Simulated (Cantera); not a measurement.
An adiabatic, constant-volume homogeneous reactor starts with CO : H₂ : CH₄ : O₂ : N₂ = 1 : 0.09 : 0.044 : 1.2 : 7.68 (molar parts), equivalence ratio 0.53, at 1000 K and 0.290 bar.

Cantera simulation using GRI-Mech 3.0 (53 species, 325 reactions); the numbers are that mechanism's predictions, not measurements.

### Question
Predict: time of steepest temperature rise; temperature at 1.00 s; equilibrium temperature; x(CO) at 1.00 s; x(H₂) at 1.00 s; x(OH) at 1.00 s; x(N₂O) at 1.00 s; x(O₂) at 1.00 s; x(HO₂) at 1.00 s.

### Answer
```json
{
  "time_of_steepest_temperature_rise": "2.77 ms",
  "temperature at 1.00 s": "2150 K",
  "equilibrium_temperature": "2148 K",
  "x(CO) at 1.00 s": "0.00248 (gas-phase equilibrium 0.00245)",
  "x(H₂) at 1.00 s": "8.10e-5 (gas-phase equilibrium 8.02e-5)",
  "x(OH) at 1.00 s": "0.00142 (gas-phase equilibrium 0.00141)",
  "x(N₂O) at 1.00 s": "2.55e-7 (gas-phase equilibrium 2.57e-7)",
  "x(O₂) at 1.00 s": "0.0579 (gas-phase equilibrium 0.0574)",
  "x(HO₂) at 1.00 s": "7.03e-7 (gas-phase equilibrium 6.94e-7)"
}
```
